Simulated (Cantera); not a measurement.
Input (Python, Cantera) and output of one run.

```python
import numpy as np
import cantera as ct

gas_names = [...]  # 87 gases of nasa_gas.yaml made of C, H, Si
cond_names = """
    C(gr) C6H6(L) C7H8(L) C8H18(L),n-octa Si(cr) Si(L) SiC(b)
""".split()


# ... load() reads the species with a 1 bar reference pressure and builds the phases ...
atoms = {
    'CH3SiH3': {'C': 1, 'H': 6, 'Si': 1},
    'CH4': {'C': 1, 'H': 4},
    'H2': {'H': 2},
}
top_T = {'C(gr)': 4500, 'SiC(b)': 3050}  # K; cautious upper limits of use, not melting points


# ... equilibrate(T, P, feed) seeds the gas with the atoms and calls Mixture.equilibrate('TP', solver="vcs", rtol=1e-11, max_steps=5000) ...
results = []
feed = {'CH3SiH3': 1, 'CH4': 0.59, 'H2': 2.5}  # mol
P = 38000  # Pa
for T in [1525, 1575, 1625, 1675, 1725, 1775, 1825, 1875, 1925, 1975, 2025, 2075, 2125, 2175]:
    mix = equilibrate(T, P, feed)
    results.append((T, P, feed, dict(zip(mix.species_names, mix.species_moles))))
    x = sorted(zip(gas.X, gas.species_names), reverse=True)
    print(f"T = {T:g} K  P = {P:g} Pa  gas = {mix.phase_moles(0):.4g} mol")
    print("   x: " + "  ".join(f"{s} {v:.3e}" for v, s in x if v > 0.001))
    print("   condensed (mol): " + ("  ".join(f"{mix.phase(i).name} {mix.phase_moles(i):.4g}"
          for i in range(1, mix.n_phases) if mix.phase_moles(i) > 1e-12) or "none"))
```

Result:

```
T = 1525 K  P = 38000 Pa  gas = 6.674 mol
   x: H2 9.991e-01
   condensed (mol): C(gr) 0.584  SiC(b) 1
T = 1575 K  P = 38000 Pa  gas = 6.676 mol
   x: H2 9.992e-01
   condensed (mol): C(gr) 0.5851  SiC(b) 1
T = 1625 K  P = 38000 Pa  gas = 6.677 mol
   x: H2 9.993e-01
   condensed (mol): C(gr) 0.5858  SiC(b) 1
T = 1675 K  P = 38000 Pa  gas = 6.678 mol
   x: H2 9.993e-01
   condensed (mol): C(gr) 0.5861  SiC(b) 1
T = 1725 K  P = 38000 Pa  gas = 6.678 mol
   x: H2 9.992e-01
   condensed (mol): C(gr) 0.5862  SiC(b) 1
T = 1775 K  P = 38000 Pa  gas = 6.679 mol
   x: H2 9.991e-01
   condensed (mol): C(gr) 0.5859  SiC(b) 1
T = 1825 K  P = 38000 Pa  gas = 6.681 mol
   x: H2 9.988e-01
   condensed (mol): C(gr) 0.5853  SiC(b) 1
T = 1875 K  P = 38000 Pa  gas = 6.682 mol
   x: H2 9.984e-01  H 1.062e-03
   condensed (mol): C(gr) 0.5842  SiC(b) 1
T = 1925 K  P = 38000 Pa  gas = 6.684 mol
   x: H2 9.978e-01  H 1.549e-03
   condensed (mol): C(gr) 0.5825  SiC(b) 1
T = 1975 K  P = 38000 Pa  gas = 6.686 mol
   x: H2 9.969e-01  H 2.216e-03
   condensed (mol): C(gr) 0.5802  SiC(b) 0.9999
T = 2025 K  P = 38000 Pa  gas = 6.689 mol
   x: H2 9.958e-01  H 3.116e-03
   condensed (mol): C(gr) 0.577  SiC(b) 0.9999
T = 2075 K  P = 38000 Pa  gas = 6.694 mol
   x: H2 9.943e-01  H 4.309e-03  C2H2,acetylene 1.234e-03
   condensed (mol): C(gr) 0.5727  SiC(b) 0.9997
T = 2125 K  P = 38000 Pa  gas = 6.699 mol
   x: H2 9.923e-01  H 5.868e-03  C2H2,acetylene 1.663e-03
   condensed (mol): C(gr) 0.5672  SiC(b) 0.9995
T = 2175 K  P = 38000 Pa  gas = 6.706 mol
   x: H2 9.897e-01  H 7.878e-03  C2H2,acetylene 2.209e-03
   condensed (mol): C(gr) 0.5603  SiC(b) 0.9991
```

Method: chemical equilibrium by Gibbs-energy minimisation in Cantera with the NASA 1993 tables (ideal gas, pure condensed phases). The feed counts by its element totals alone. Gases not in the tables: Si2H6 and higher silanes.
